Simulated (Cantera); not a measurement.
Source: NASA polynomial tables (part measured, part estimated), evaluated in Cantera. Values are per mole of reaction as written; species without (g) are pure solids or liquids, kept so even where they would boil at 1 bar.

**Question.** Between 300 and 1023 K, where is each reaction favourable under standard conditions?
- C + 4 F(g) → CF4(g)

**Answer.** 
- C + 4 F(g) → CF4(g): ΔG° is -1137 kJ at 300 K and -849 kJ at 1023 K; it stays negative (K > 1). ΔH° is -1264 kJ and ΔS° -405 J/K at 1023 K.
